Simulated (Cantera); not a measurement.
Feed: 1 mol CO, 0.48 mol NH3, 23 mol N2, at 27.0 bar.

Method: chemical equilibrium by Gibbs-energy minimisation in Cantera with the NASA 1993 tables (ideal gas, pure condensed phases). Candidate condensed phases: C, C6H6, C7H8, C8H18, H2O; 136 gas species. Equilibrium is a limit: real reactors are often held back by kinetics, nucleation or transport.

log p: log10 of the partial pressure in bar; n: condensed amount in mol.

| T (K) | log p N2 | log p CO | log p H2 | log p CO2 | log p H2O | n C(graphite) |
|---|---|---|---|---|---|---|
| 850 | 1.41 | -0.90 | -0.46 | -0.47 | -0.52 | 0.514 |
| 950 | 1.41 | [?] | [?] | [?] | [?] | [?] |
| 1050 | 1.40 | -0.12 | -0.19 | -0.91 | -1.05 | 0.172 |
| 1150 | 1.40 | -0.01 | -0.14 | -1.42 | -1.48 | 0.0538 |
| 1250 | 1.40 | 0.02 | -0.12 | -1.97 | -1.92 | 0.0145 |
| 1350 | 1.40 | 0.03 | -0.12 | [?] | [?] | [?] |
| 1450 | 1.40 | 0.03 | -0.11 | -2.81 | -2.58 | 0 |

Task: Some entries are withheld; supply them.

Result: 
- 1350, log p CO2: -2.48
- 1350, log p H2O: -2.33
- 1350, n C(graphite): 0.00296
- 950, log p CO: -0.40
- 950, log p H2: -0.29
- 950, log p CO2: -0.59
- 950, log p H2O: -0.72
- 950, n C(graphite): 0.367
